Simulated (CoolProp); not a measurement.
Saturated liquid density (kg/m³) of nitrous oxide: the reference equation beside estimates from Tc = 309.5 K, pc = 72.45 bar, ω = 0.161. Rackett uses Z = 0.29056 − 0.08775 ω.

Model: reference Helmholtz-energy equation of state, Lemmon 2006, in CoolProp. It is a short technical equation, of lower accuracy than the large ones.

```json
[
 {"T (K)": "231.3", "reference": "1081", "Rackett": "1068", "Redlich-Kwong": "970.8", "Soave-Redlich-Kwong": "995.8", "Peng-Robinson": "1129"},
 {"T (K)": "236", "reference": "1064", "Rackett": "1052", "Redlich-Kwong": "952.0", "Soave-Redlich-Kwong": "977.5", "Peng-Robinson": "1109"},
 {"T (K)": "240.7", "reference": "1047", "Rackett": "1035", "Redlich-Kwong": "932.5", "Soave-Redlich-Kwong": "958.3", "Peng-Robinson": "1087"},
 {"T (K)": "245.4", "reference": "1029", "Rackett": "1018", "Redlich-Kwong": "912.2", "Soave-Redlich-Kwong": "938.3", "Peng-Robinson": "1065"},
 {"T (K)": "250.1", "reference": "1010", "Rackett": "1000", "Redlich-Kwong": "891.1", "Soave-Redlich-Kwong": "917.4", "Peng-Robinson": "1041"},
 {"T (K)": "254.8", "reference": "991.2", "Rackett": "981.6", "Redlich-Kwong": "869.0", "Soave-Redlich-Kwong": "895.4", "Peng-Robinson": "1016"},
 {"T (K)": "259.5", "reference": "971.1", "Rackett": "962.3", "Redlich-Kwong": "846.0", "Soave-Redlich-Kwong": "872.2", "Peng-Robinson": "989.5"},
 {"T (K)": "264.2", "reference": "950.2", "Rackett": "942.1", "Redlich-Kwong": "821.8", "Soave-Redlich-Kwong": "847.7", "Peng-Robinson": "961.4"},
 {"T (K)": "268.9", "reference": "928.1", "Rackett": "920.8", "Redlich-Kwong": "796.3", "Soave-Redlich-Kwong": "821.7", "Peng-Robinson": "931.5"},
 {"T (K)": "273.6", "reference": "904.8", "Rackett": "898.2", "Redlich-Kwong": "769.3", "Soave-Redlich-Kwong": "794.0", "Peng-Robinson": "899.5"},
 {"T (K)": "278.3", "reference": "879.9", "Rackett": "874.0", "Redlich-Kwong": "740.5", "Soave-Redlich-Kwong": "764.3", "Peng-Robinson": "865.0"},
 {"T (K)": "283", "reference": "853.1", "Rackett": "847.8", "Redlich-Kwong": "709.5", "Soave-Redlich-Kwong": "732.1", "Peng-Robinson": "827.5"}
]
```

Absolute difference from the reference over all 12 rows, mean and median: Rackett 0.9 and 0.9 %, Redlich-Kwong 12.9 and 12.6 %, Soave-Redlich-Kwong 10.3 and 9.9 %, Peng-Robinson 2.5 and 2.8 %.
